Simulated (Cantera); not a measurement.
## Premixed flame

A freely propagating, adiabatic, planar premixed flame of 8.29 % CH4, 19.3 % O2, 72.4 % N2, equivalence ratio 0.86, unburnt at 625 K and 5.43 atm; mixture-averaged transport, grid criteria slope 0.08 and curve 0.16, no radiation.

Cantera simulation using GRI-Mech 3.0 (53 species, 325 reactions); the numbers are that mechanism's predictions, not measurements. Burning velocities carry a grid error of a few per cent, more on coarse grids.

```tsv
z (mm)	T (K)	u (m/s)	x CH4	x O2	x CH2O	x H2O	x H2	x CO2
-0.293	626	0.679	0.0827	0.193	5.29e-7	0.000158	0.000751	1.56e-6
-0.196	631	0.685	0.0822	0.192	7.47e-6	0.00121	0.00182	2.39e-5
-0.147	646	0.702	0.0810	0.191	3.13e-5	0.00372	0.00294	0.000105
-0.0978	728	0.795	0.0754	0.184	0.000223	0.0154	0.00495	0.000869
-0.0489	1108	1.22	0.0513	0.150	0.00118	0.0593	0.00795	0.00727
-0.0245	1489	1.65	0.0271	0.111	0.00133	0.0987	0.00945	0.0173
0	1864	2.07	0.00537	0.0681	0.000557	0.136	0.00899	0.0336
0.0245	2029	2.25	0.000234	0.0457	5.40e-5	0.149	0.00609	0.0500
0.0489	2101	2.32	5.30e-6	0.0386	1.59e-6	0.152	0.00470	0.0604
0.0978	2182	2.39	<1e-8	0.0338	<1e-8	0.155	0.00357	0.0693
0.196	2253	2.46	<1e-8	0.0307	<1e-8	0.159	0.00224	0.0748
0.391	2295	2.50	<1e-8	0.0290	<1e-8	0.162	0.00131	0.0780
0.783	2309	2.51	<1e-8	0.0284	<1e-8	0.163	0.000977	0.0792
```
x: mole fraction of selected species; z is measured from the peak of heat release.

| Item | Result |
|---|---|
| laminar burning velocity | 67.8 cm/s |
| thermal thickness | 0.0978 mm |
| peak x(CH2O) | 0.00141 |
| peak x(H2) | 0.00970 |
| grid points | 143 |
